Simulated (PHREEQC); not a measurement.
1 kg of water meets 20 L of dry gas (O2 1 by moles) at fixed total pressure, at 30 atm; fugacities by Peng-Robinson. The gases take part in no redox reaction, some water evaporates into the gas, and hydrates or a liquid gas phase aren't modelled. No solid was allowed to form.

Computed with PHREEQC (ion-association model, phreeqc.dat).

```json
[
 {"T (°C)": "10", "dissolved O2 (mol/kgw)": "0.0480", "φ of O2": "0.967"},
 {"T (°C)": "20", "dissolved O2 (mol/kgw)": "0.0393", "φ of O2": "?"},
 {"T (°C)": "30", "dissolved O2 (mol/kgw)": "0.0334", "φ of O2": "0.975"},
 {"T (°C)": "40", "dissolved O2 (mol/kgw)": "0.0293", "φ of O2": "?"},
 {"T (°C)": "50", "dissolved O2 (mol/kgw)": "0.0264", "φ of O2": "0.981"},
 {"T (°C)": "60", "dissolved O2 (mol/kgw)": "0.0244", "φ of O2": "?"},
 {"T (°C)": "70", "dissolved O2 (mol/kgw)": "0.0230", "φ of O2": "0.986"},
 {"T (°C)": "80", "dissolved O2 (mol/kgw)": "0.0221", "φ of O2": "0.988"},
 {"T (°C)": "90", "dissolved O2 (mol/kgw)": "0.0216", "φ of O2": "0.990"}
]
```

Q: Fill in the missing entries.

A: 
- 20, φ of O2: 0.971
- 40, φ of O2: 0.978
- 60, φ of O2: 0.984

Species that the database lacks are ignored. At this temperature some constants are extrapolated from 25 °C, and those without enthalpy data are left unchanged.
